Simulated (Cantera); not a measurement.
Fe + H2O + H2 (chemical vapour transport)

Charge: 1 mol Fe, 0.3 mol H2O, 0.14 mol H2, equilibrated at 1423.15 K and 1 atm.

Method: chemical equilibrium by Gibbs-energy minimisation in Cantera with the NASA 1993 tables (ideal gas, pure condensed phases). Candidate condensed phases: Fe, FeO, Fe(OH)2, Fe(OH)3, Fe2O3, Fe3O4, H2O; 12 gas species. Mutual solubility and eutectic melting of coexisting phases are not modelled. The tables' stoichiometric FeO is somewhat more stable than real wüstite, so its field is too wide. FeO: taken at fixed stoichiometry. Kinetics and transport are ignored.

| Quantity | Value |
|---|---|
| x(H2) | 0.722 |
| x(H2O) | 0.278 |
| x(H) | 5.62e-6 |
| x(Fe(OH)2) | 1.99e-6 |
| n(Fe(γ)) | 0.822 mol |
| n(FeO(s)) | 0.178 mol |
| gas amount | 0.4400 mol |
| log10 activity of Fe(OH)2(s) (absent) | -6.04 |
| log10 activity of Fe(OH)3(s) (absent) | -11.39 |
